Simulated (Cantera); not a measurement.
A closed system holds: 1 mol SrCl₂, 9.1 mol O₂, a varied amount of H₂, at 1.33 mbar.

These are equilibrium values from Cantera (NASA tables, ideal gas, pure condensed phases), not measurements of a reactor. Candidate condensed phases: H₂O, Sr, SrCl₂, SrO, Sr(OH)₂; 20 gas species. Mutual solubility and eutectic melting of coexisting phases are not modelled. Condensed phases not in the tables: oxide chlorides. Rates play no part.

### Question
What condenses at these points (T in K, n(H₂) in mol): (1473, 31); (1673, 7.8); (1673, 6.2); (1423, 7.8); (1273, 25)?

### Answer
```csv
T (K),n(H₂) in mol,condensed phases,Sr condensed (%)
1473,31,SrO,45.6
1673,7.8,SrO,31.3
1673,6.2,SrO,28.8
1423,7.8,SrO,35.4
1273,25,SrCl₂ + SrO,86.9
```
